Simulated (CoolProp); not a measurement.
Vapour-liquid equilibrium of ethylene (1) + n-butane (2) at 0.0676 MPa; x and y are mole fractions of (1).

Model: multi-fluid Helmholtz-energy mixture model, Smukala 2000 and Bücker 2006; pair parameters Bell 2016, in CoolProp.

```tsv
x	bubble temperature (°C)	y at the bubble point	dew temperature at overall composition x (°C)	liquid density (mol/L)
0.05	-53.8	0.891	-11.9	11.52
0.2	-82.3	0.988	-16.0	12.85
0.35	-90.9	0.995	-20.7	14.00
0.5	-96.9	0.998	-26.3	15.25
0.65	-102.0	0.999	-33.5	16.65
0.8	-106.2	1.000	-43.8	18.23
0.95	-109.5	1.000	-65.2	19.96
```

No azeotrope shows between x = 0.05 and 0.95.

The pair parameters rest on a limited set of measurements; away from them the model extrapolates. The gap from Raoult's law changes sign with composition, which may be real or a fault of the pair parameters; it wasn't checked against measurements.
